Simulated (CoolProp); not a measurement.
Properties of CH3F (R41) along the isobar 7.93 MPa.

Model: reference Helmholtz-energy equation of state, Lemmon 2006, in CoolProp. It is a short technical equation, of lower accuracy than the large ones.

| T (°C) | phase | cv (kJ/(kg K)) | speed of sound (m/s) |
|---|---|---|---|
| -18.25 | liquid | 1.198 | 804.6 |
| 2.95 | liquid | 1.198 | 676.6 |
| 24.25 | liquid | 1.216 | 534.1 |
| 45.55 | supercritical | 1.283 | 354.9 |
| 66.75 | supercritical | 1.389 | 233.9 |
| 88.05 | supercritical | 1.245 | 267.5 |
| 109.35 | supercritical | 1.202 | 290.5 |
| 130.55 | supercritical | 1.196 | 308.4 |
| 151.85 | supercritical | 1.210 | 323.6 |
